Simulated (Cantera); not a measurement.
Feed: 1 mol borazine, 1.1 mol O2, 0.15 mol N2, held at 1148 K and 1.90 mbar.

Method: chemical equilibrium by Gibbs-energy minimisation in Cantera with the NASA 1993 tables (ideal gas, pure condensed phases). Candidate condensed phases: B, BN, B2O3, B3O3H3, H2O; 39 gas species. The feed counts by its element totals alone. Mutual solubility and eutectic melting of coexisting phases are not modelled. Rates play no part.

Base state: H2 0.772, N2 0.227, H2O 0.000532, HBO2 0.000203 (mole fractions); condensed: BN(s) + B2O3(l).

What changes in the equilibrium state with this change: borazine replaced by B2H6?


| species | before | after |
|---|---|---|
| H2 | 0.772 | 0.999 |
| HBO | 9.13e-6 | 0.000530 |
| B3O3H3 | 1.50e-9 | 0.000293 |
| N2 | 0.227 | <1e-9 |
| H2O | 0.000532 | 2.65e-7 |
| HBO2 | 0.000203 | 4.52e-6 |
| BN(s), mol | 1.53 | 0.300 |
| B2O3(l), mol | 0.732 | 0.732 |
| B(s), mol | 0 | 0.232 |
N2 is the only nitrogen source here; it is nearly inert below about 1500 K, so the nitride shown seldom forms there in practice.
